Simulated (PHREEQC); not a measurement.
Solution A (0.0043 mol/kgw HF, 0.00042 mol/kgw Na2CO3 and 9.2e-05 mol/kgw KCl) is mixed with solution B (16 mmol/kgw ZnSO4 and 31 mmol/kgw H2SO4) at 25 °C; shares are by mass of water, 1 kg in all. Oxygen alone is held at its pressure in air (log pO2 = -0.68). CO2 from the air is kept out. Only these solids could form: Halite, Sylvite, Zn(OH)2(e), Smithsonite.

Model: ion-association model, phreeqc.dat, run in PHREEQC.

```
share of solution B          pH  HF (mol/kgw)  Zn+2 (mol/kgw)
-------------------  ----------  ------------  --------------
0                          3.02       0.00245               0
0.05                       2.58       0.00317        0.000654
0.15                       2.20       0.00325         0.00172
0.2                  (withheld)       0.00313         0.00222
0.25                       2.01       0.00298         0.00271
0.35                 (withheld)       0.00263         0.00367
0.4                        1.83       0.00244         0.00414
0.45                       1.79       0.00225         0.00461
0.55                       1.72       0.00185         0.00554
0.6                  (withheld)       0.00165         0.00601
0.65                       1.66       0.00145         0.00647
0.75                       1.61       0.00104         0.00740
0.8                        1.58      0.000831         0.00786
0.85                       1.56      0.000624         0.00832
0.95                       1.52      0.000209      (withheld)
1                          1.50             0         0.00971
```

**Question.** Complete the blanks.

**Answer.** 
- 0.2, pH: 2.09
- 0.35, pH: 1.88
- 0.6, pH: 1.69
- 0.95, Zn+2 (mol/kgw): 0.00925
